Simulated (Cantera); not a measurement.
# N2O + SO2 + O2 (abatement and gas-phase synthesis)

Input: 1 mol N2O, 0.75 mol SO2, 0.051 mol O2, at 1000 Pa.

Method: chemical equilibrium by Gibbs-energy minimisation in Cantera with the NASA 1993 tables (ideal gas, pure condensed phases). Candidate condensed phases: S; 32 gas species. Ions and electrons are included (thermal ionisation). Rates play no part.

```json
[
 {"T (K)": "2000", "log p O": "-4.49", "log p N2": "-2.37", "log p SO2": "-2.49", "log p O2": "-2.63", "log p S": "-7.99", "log p N": "-10.23", "log p SO": "-5.00", "log p NO": "-4.22"},
 {"T (K)": "2250", "log p O": "-3.76", "log p N2": "-2.37", "log p SO2": "-2.50", "log p O2": "-2.65", "log p S": "-6.31", "log p N": "-8.84", "log p SO": "-4.13", "log p NO": "-3.97"},
 {"T (K)": "2500", "log p O": "-3.18", "log p N2": "-2.39", "log p SO2": "-2.56", "log p O2": "-2.69", "log p S": "-4.98", "log p N": "-7.73", "log p SO": "-3.47", "log p NO": "-3.79"},
 {"T (K)": "2750", "log p O": "-2.75", "log p N2": "-2.44", "log p SO2": "-2.75", "log p O2": "-2.79", "log p S": "-3.97", "log p N": "-6.84", "log p SO": "-3.04", "log p NO": "-3.69"},
 {"T (K)": "3000", "log p O": "-2.45", "log p N2": "-2.52", "log p SO2": "-3.22", "log p O2": "-3.02", "log p S": "-3.30", "log p N": "-6.12", "log p SO": "-2.92", "log p NO": "-3.70"},
 {"T (K)": "3250", "log p O": "-2.30", "log p N2": "-2.60", "log p SO2": "-4.04", "log p O2": "-3.41", "log p S": "-2.95", "log p N": "-5.51", "log p SO": "-3.14", "log p NO": "-3.81"},
 {"T (K)": "3500", "log p O": "-2.25", "log p N2": "-2.63", "log p SO2": "-5.06", "log p O2": "-3.89", "log p S": "-2.82", "log p N": "-4.97", "log p SO": "-3.57", "log p NO": "-3.96"},
 {"T (K)": "3750", "log p O": "-2.24", "log p N2": "-2.64", "log p SO2": "-6.08", "log p O2": "-4.37", "log p S": "-2.78", "log p N": "-4.49", "log p SO": "-4.05", "log p NO": "-4.12"},
 {"T (K)": "4000", "log p O": "-2.23", "log p N2": "-2.65", "log p SO2": "-7.02", "log p O2": "-4.81", "log p S": "-2.77", "log p N": "-4.08", "log p SO": "-4.50", "log p NO": "-4.27"},
 {"T (K)": "4250", "log p O": "-2.23", "log p N2": "-2.66", "log p SO2": "-7.86", "log p O2": "-5.20", "log p S": "-2.77", "log p N": "-3.71", "log p SO": "-4.92", "log p NO": "-4.40"},
 {"T (K)": "4500", "log p O": "-2.23", "log p N2": "-2.69", "log p SO2": "-8.63", "log p O2": "-5.56", "log p S": "-2.77", "log p N": "-3.39", "log p SO": "-5.29", "log p NO": "-4.53"},
 {"T (K)": "4750", "log p O": "-2.24", "log p N2": "-2.74", "log p SO2": "-9.32", "log p O2": "-5.89", "log p S": "-2.78", "log p N": "-3.12", "log p SO": "-5.64", "log p NO": "-4.67"},
 {"T (K)": "5000", "log p O": "-2.25", "log p N2": "-2.82", "log p SO2": "-9.96", "log p O2": "-6.20", "log p S": "-2.79", "log p N": "-2.89", "log p SO": "-5.96", "log p NO": "-4.82"}
]
```
log p: log10 of the partial pressure in bar; nothing condenses.

From 2000 K to 5000 K nothing is condensed.
